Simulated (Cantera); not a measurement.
An isothermal, constant-pressure homogeneous reactor starts with H₂ : O₂ : N₂ = 0.13 : 1 : 8.3 (molar parts), equivalence ratio 0.065, at 1098 K and 0.290 bar.

Model: the H2/O2 subset of GRI-Mech 3.0, which has no nitrogen chemistry, integrated in Cantera.

x: mole fraction; the columns are a selection and need not sum to one.

```tsv
t (s)	x H₂	x O₂	x O	x H₂O	x H₂O₂	x H	x HO₂
0.00100	0.00899	0.103	0.00121	0.00379	7.06e-7	0.00142	1.26e-5
0.00233	0.000237	0.0996	0.000509	0.0135	5.53e-7	0.000121	7.54e-6
0.00541	3.87e-5	0.0998	7.42e-5	0.0138	2.44e-7	5.20e-6	2.65e-6
0.0126	(withheld)	0.0998	(withheld)	0.0139	(withheld)	(withheld)	(withheld)
0.0293	1.75e-6	0.0998	3.15e-6	0.0139	3.17e-8	4.60e-8	2.38e-7
0.0682	3.05e-7	0.0998	8.35e-7	0.0139	1.02e-8	6.23e-9	6.82e-8
0.159	(withheld)	0.0998	(withheld)	0.0139	(withheld)	(withheld)	(withheld)
0.369	8.88e-9	0.0998	8.96e-8	0.0139	1.26e-9	2.11e-10	7.44e-9
0.860	2.68e-9	0.0998	3.42e-8	0.0139	4.90e-10	4.94e-11	2.90e-9
2.00	9.97e-10	0.0998	1.38e-8	0.0139	2.01e-10	1.27e-11	1.29e-9
```

Q: Some entries are withheld; supply them.

A: 
- 0.0126, x H₂: 8.42e-6
- 0.0126, x O: 1.39e-5
- 0.0126, x H₂O₂: 9.56e-8
- 0.0126, x H: 4.21e-7
- 0.0126, x HO₂: 8.30e-7
- 0.159, x H₂: 4.64e-8
- 0.159, x O: 2.57e-7
- 0.159, x H₂O₂: 3.44e-9
- 0.159, x H: 1.04e-9
- 0.159, x HO₂: 2.13e-8
